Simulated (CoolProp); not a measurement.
A single-stage vapour-compression cycle with the fluid: evaporating at 193.15 K (dew point), condensing at 226.15 K (bubble point), superheat 2 K, subcooling 5 K, compressor efficiency 0.7, no pressure losses. The same conditions are run with several fluids, on thermodynamics alone (safety and materials aside).

Values from CoolProp's reference Helmholtz-energy equation of state of each fluid (R22: Kamei 1995; R143a: Lemmon and Jacobsen 2000; propane: Lemmon 2009; propylene: Lemmon 2013; carbonyl sulfide: Lemmon 2006; R125: Lemmon 2005).

```json
[
 {"fluid": "R22", "cooling COP": "3.63", "pressure ratio": "7.24", "discharge temperature (K)": "302.6", "refrigerating effect (kJ/kg)": "…", "volumetric capacity (kJ/m³)": "127"},
 {"fluid": "R143a", "cooling COP": "3.71", "pressure ratio": "…", "discharge temperature (K)": "269.8", "refrigerating effect (kJ/kg)": "…", "volumetric capacity (kJ/m³)": "176"},
 {"fluid": "propane", "cooling COP": "…", "pressure ratio": "6.23", "discharge temperature (K)": "…", "refrigerating effect (kJ/kg)": "405", "volumetric capacity (kJ/m³)": "145"},
 {"fluid": "propylene", "cooling COP": "3.70", "pressure ratio": "5.97", "discharge temperature (K)": "281.6", "refrigerating effect (kJ/kg)": "415", "volumetric capacity (kJ/m³)": "190"},
 {"fluid": "carbonyl sulfide", "cooling COP": "3.57", "pressure ratio": "5.88", "discharge temperature (K)": "323.3", "refrigerating effect (kJ/kg)": "…", "volumetric capacity (kJ/m³)": "220"},
 {"fluid": "R125", "cooling COP": "3.71", "pressure ratio": "…", "discharge temperature (K)": "258.2", "refrigerating effect (kJ/kg)": "151", "volumetric capacity (kJ/m³)": "175"}
]
```

What belongs in the gaps?


- R22, refrigerating effect (kJ/kg): 228
- R143a, pressure ratio: 6.52
- R143a, refrigerating effect (kJ/kg): 213
- propane, cooling COP: 3.73
- propane, discharge temperature (K): 274.0
- carbonyl sulfide, refrigerating effect (kJ/kg): 296
- R125, pressure ratio: 6.91
